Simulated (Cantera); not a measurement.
A perfectly stirred reactor is fed with CH4 : CO : O2 : N2 : H2O = 1 : 0.31 : 5.13 : 19.3 : 2.3 (molar parts), equivalence ratio 0.42, at 2030 Torr; it is adiabatic with a 475 K inlet, and is followed from long to short residence time, starting on the burning branch (τ in s: 0.11, 0.044, 0.018, 0.0069, 0.0027, 0.0011, 0.00043, 0.00017, 6.7e-05, 2.6e-05).

Detailed kinetics in Cantera: GRI-Mech 3.0 (53 species, 325 reactions).

x: mole fraction; the columns are a selection and need not sum to one.

| τ (s) | T (K) | x CH4 | x CO | x O2 | x H2O2 | x CH2 | x CO2 |
|---|---|---|---|---|---|---|---|
| 0.11 | 1389 | 5.69e-5 | 0.000602 | 0.107 | 1.59e-7 | 5.73e-9 | 0.0463 |
| 0.044 | 1381 | 0.000125 | 0.00137 | 0.108 | 3.14e-7 | 1.21e-8 | 0.0454 |
| 0.018 | 1358 | ___ | ___ | 0.109 | ___ | ___ | 0.0429 |
| 0.0069 | 475 | 0.0357 | 0.0111 | 0.183 | <1e-12 | <1e-12 | <1e-12 |
| 0.0027 | 475 | 0.0357 | 0.0111 | 0.183 | <1e-12 | <1e-12 | <1e-12 |
| 0.0011 | 475 | 0.0357 | 0.0111 | 0.183 | <1e-12 | <1e-12 | <1e-12 |
| 0.00043 | 475 | 0.0357 | 0.0111 | 0.183 | <1e-12 | <1e-12 | <1e-12 |
| 0.00017 | 475 | 0.0357 | 0.0111 | 0.183 | <1e-12 | <1e-12 | <1e-12 |
| 6.7e-5 | 475 | 0.0357 | 0.0111 | 0.183 | <1e-12 | <1e-12 | <1e-12 |
| 2.6e-5 | 475 | 0.0357 | 0.0111 | 0.183 | <1e-12 | <1e-12 | <1e-12 |

Q: Some entries are withheld; supply them.

A: 
- 0.018, x CH4: 0.000329
- 0.018, x CO: 0.00361
- 0.018, x H2O2: 9.68e-7
- 0.018, x CH2: 2.05e-8
